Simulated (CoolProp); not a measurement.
Vapour-liquid equilibrium of propane (1) + isohexane (2) at 0.0257 MPa; x and y are mole fractions of (1).

Values from CoolProp's multi-fluid Helmholtz-energy mixture model, Lemmon 2009 and Lemmon 2006; pair parameters Bell 2016.

```json
[
 {"x": "0.05", "bubble temperature (K)": "266.4", "y at the bubble point": "0.764", "dew temperature at overall composition x (K)": "294.7", "liquid density (mol/L)": "8.016"},
 {"x": "0.2", "bubble temperature (K)": "234.1", "y at the bubble point": "0.974", "dew temperature at overall composition x (K)": "290.8", "liquid density (mol/L)": "8.903"},
 {"x": "0.35", "bubble temperature (K)": "222.4", "y at the bubble point": "0.991", "dew temperature at overall composition x (K)": "286.2", "liquid density (mol/L)": "9.666"},
 {"x": "0.5", "bubble temperature (K)": "215.7", "y at the bubble point": "0.996", "dew temperature at overall composition x (K)": "280.7", "liquid density (mol/L)": "10.46"},
 {"x": "0.65", "bubble temperature (K)": "211.2", "y at the bubble point": "0.998", "dew temperature at overall composition x (K)": "273.7", "liquid density (mol/L)": "11.34"},
 {"x": "0.8", "bubble temperature (K)": "207.8", "y at the bubble point": "0.999", "dew temperature at overall composition x (K)": "263.5", "liquid density (mol/L)": "12.33"},
 {"x": "0.95", "bubble temperature (K)": "204.9", "y at the bubble point": "1.000", "dew temperature at overall composition x (K)": "242.2", "liquid density (mol/L)": "13.45"}
]
```

No azeotrope shows between x = 0.05 and 0.95.

Pair parameters are fitted to limited data, so mixtures are less certain than the pure fluids.
